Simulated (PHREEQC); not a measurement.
Solution (20 °C): 0.25 mol ZnCl2, 0.11 mol Na2SO4 and 0.00051 mol MnSO4 per kg of water. Closed to the air; pH follows from the charge balance.

All values are PHREEQC results (ion-association model, phreeqc.dat), not measurements.

Problem. The ionic strength comes out as 0.780 mol/kgw. What activity coefficients do MnCl3-, Mn+2, Zn(SO4)2-2, ZnOH+, SO4-2 get?

Solution. MnCl3- 0.66, Mn+2 0.22, Zn(SO4)2-2 0.33, ZnOH+ 0.76, SO4-2 0.17.

Precipitation was switched off in this run. Caution: at this ionic strength the ion-association model is outside its range; a Pitzer model would be the better tool where its parameters exist.
